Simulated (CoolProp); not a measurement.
Saturation properties of fluorine (Tc = -128.7 °C, pc = 5240 kPa, ω = 0.045).

Values from CoolProp's reference Helmholtz-energy equation of state, de Reuck 1990.

```
T (°C)   p (kPa)  liquid density (kg/m³)  enthalpy of vaporisation (kJ/kg)  liquid cp (kJ/(kg K))  vapour Z  surface tension (mN/m)
-------  -------  ----------------------  --------------------------------  ---------------------  --------  ----------------------
-159.85     1100                    1275                             139.7                  1.724    0.8297                    6.13
-158.05     1229                    1257                               [?]                  1.753    0.8164                    5.70
-156.25     1368                     [?]                             133.5                  1.787    0.8024                    5.28
-154.45     1518                    1221                             130.2                    [?]    0.7875                    4.86
-152.65     1680                    1202                             126.7                  1.870    0.7719                    4.45
-150.85     1854                    1182                             123.1                  1.923    0.7553                    4.05
-149.05     2041                    1161                             119.2                  1.985    0.7378                    3.65
-147.25     2240                    1139                             115.0                  2.061    0.7192                    3.26
-145.45     2454                    1116                             110.6                  2.153    0.6993                    2.88
-143.65     2682                    1092                             105.8                  2.268    0.6782                    2.50
-141.85     2924                    1066                             100.5                  2.415    0.6554                    2.14
-140.05     3183                    1037                             94.83                  2.609    0.6309                    1.79
-138.25     3458                    1006                             88.49                  2.876    0.6041                    1.45
-136.45     3751                   970.4                             81.33                  3.266    0.5745                    1.12
-134.65     4062                   929.9                             73.04                  3.891    0.5410                   0.812
```

Some entries are withheld; supply them.


- -158.05, enthalpy of vaporisation (kJ/kg): 136.7
- -156.25, liquid density (kg/m³): 1240
- -154.45, liquid cp (kJ/(kg K)): 1.825

It boils at -188.1 °C under 1 atm.

Surface tension comes from a separate correlation (Mulero 2012).
